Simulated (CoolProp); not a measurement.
A simple Rankine cycle with benzene: condensing at 330.15 K, boiler at 0.239 MPa, turbine inlet 424 K, turbine efficiency 0.7, pump efficiency 0.7, no recuperator. Each further row changes one setting.

Model: reference Helmholtz-energy equation of state, Thol 2012, in CoolProp.

```json
[
 {"case": "as stated", "thermal efficiency (%)": "8.8", "net work (kJ/kg)": "46.8", "heat in (kJ/kg)": "534", "turbine exit temperature (K)": "388.6", "volume ratio over the turbine": "4.83"},
 {"case": "turbine inlet 444 K", "thermal efficiency (%)": "8.7", "net work (kJ/kg)": "49.4", "heat in (kJ/kg)": "566", "turbine exit temperature (K)": "408.9", "volume ratio over the turbine": "4.83"},
 {"case": "condensing temperature 322.15 K", "thermal efficiency (%)": "10.0", "net work (kJ/kg)": "54.9", "heat in (kJ/kg)": "548", "turbine exit temperature (K)": "382.5", "volume ratio over the turbine": "6.41"},
 {"case": "boiler pressure 0.167 MPa", "thermal efficiency (%)": "7.0", "net work (kJ/kg)": "37.3", "heat in (kJ/kg)": "536", "turbine exit temperature (K)": "396.7", "volume ratio over the turbine": "3.40"},
 {"case": "turbine efficiency 0.6", "thermal efficiency (%)": "7.5", "net work (kJ/kg)": "40.1", "heat in (kJ/kg)": "534", "turbine exit temperature (K)": "393.3", "volume ratio over the turbine": "4.89"}
]
```
